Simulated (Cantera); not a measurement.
An isothermal, constant-pressure homogeneous reactor starts with 12.3 % H2, 87.7 % O2, equivalence ratio 0.070, at 1223 K and 10.00 Torr.

Model: GRI-Mech 3.0 (53 species, 325 reactions), integrated in Cantera. Radical loss at walls, strong at low pressure, is not modelled. The temperature is held fixed by assumption; the heat of reaction is taken as removed at once.

One state of this run: x H2 = 0.121; x O2 = 0.876; x O = 0.000790; x OH = 0.000504; x H = 0.000779; x H2O = 0.00157. x: mole fraction; the columns are a selection and need not sum to one.

Question: Which value of t (s) does it belong to?
(A) 27.7
(B) 0.162
(C) 0.00342
(D) 0.000946

Answer: D, 0.000946
